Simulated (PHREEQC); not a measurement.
Synthetic water in mmol/kgw, 25 °C, pH 2.17, pe 11.8: Na 5.11; K 1.67; Ca 0.922; Mg 3.09; Cl 2.64; S(6) 12.5; Cd 0.436; Mn(2) 0.115; Pb 0.0495.

Cl is adjusted to close the charge balance.
Valence states are taken as typed.

The numbers come from PHREEQC with the ion-association model, phreeqc.dat.

**Question.** The ionic strength comes out as 0.0313 mol/kgw. What activity coefficients do Mg+2, Pb+2, NaSO4-, Cl-, K+ get?

**Answer.** Mg+2 0.54, Pb+2 0.52, NaSO4- 0.85, Cl- 0.84, K+ 0.84.

This is a speciation only: nothing precipitates in the calculation. Examples of supersaturated solids here: Anglesite. Others may be too.
